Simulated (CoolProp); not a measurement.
Values from CoolProp's reference Helmholtz-energy equation of state, Penoncello 2003.

Problem. For CHF3 (R23), give the phase and the speed of sound (m/s), isothermal compressibility (1/MPa), expansivity (1/kK), fugacity coefficient at 36.95 °C and 25800 kPa; 36.95 °C and 35400 kPa.

Solution. 
- 36.95 °C and 25800 kPa: supercritical; speed of sound 492, isothermal compressibility 0.00670, expansivity 3.72, fugacity coefficient 0.256
- 36.95 °C and 35400 kPa: supercritical; speed of sound 565, isothermal compressibility 0.00457, expansivity 2.95, fugacity coefficient 0.236
